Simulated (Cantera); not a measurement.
An adiabatic, constant-volume homogeneous reactor starts with H2 : O2 : N2 : H2O = 1 : 0.208 : 0.783 : 0.17 (molar parts), at 1423 K and 8250 Torr. Integrator tolerance rtol = 1e-08.

Cantera simulation using GRI-Mech 3.0 (53 species, 325 reactions); the numbers are that mechanism's predictions, not measurements. The hydrogen kinetics of GRI-Mech 3.0 are dated; newer H2 mechanisms differ, most at raised pressure.

Problem. What does this change do: 0.21 parts NO added?

Solution. 
| quantity | before | after |
|---|---|---|
| time of steepest temperature rise | 3.36 µs | 2.45 µs |
| temperature at 0.100 s | 2898 K | 3308 K |
| equilibrium temperature | 2898 K | 3308 K |
| x(H2) at 0.100 s | 0.292 (gas-phase equilibrium 0.292) | 0.182 (gas-phase equilibrium 0.182) |
| x(O2) at 0.100 s | 4.89e-5 (gas-phase equilibrium 4.89e-5) | 0.00197 (gas-phase equilibrium 0.00197) |
| x(H2O) at 0.100 s | 0.292 (gas-phase equilibrium 0.292) | 0.336 (gas-phase equilibrium 0.336) |
| x(HO2) at 0.100 s | 2.40e-7 (gas-phase equilibrium 2.40e-7) | 8.51e-6 (gas-phase equilibrium 8.51e-6) |
| x(OH) at 0.100 s | 0.00420 (gas-phase equilibrium 0.00420) | 0.0253 (gas-phase equilibrium 0.0253) |
Above 3000 K some thermodynamic fits are extrapolated.
